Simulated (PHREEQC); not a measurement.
A solution holds 1.2 mmol/kgw HBF4 and 30 mmol/kgw CdI2, at 25 °C. Closed to the air; pH follows from the charge balance.

Model: ion-association model, wateq4f.dat, run in PHREEQC.

This is a speciation only: nothing precipitates in the calculation.

Question: Predict the pH, ionic strength.

Answer: pH 2.85; ionic strength 0.0379 mol/kgw.

Question: In which forms is I present?

Answer: I- 49 %, CdI2 27 %, CdI+ 24 % of the I.

Species that the database lacks are ignored. Real BF4- forms and hydrolyses slowly; the run takes it at equilibrium.
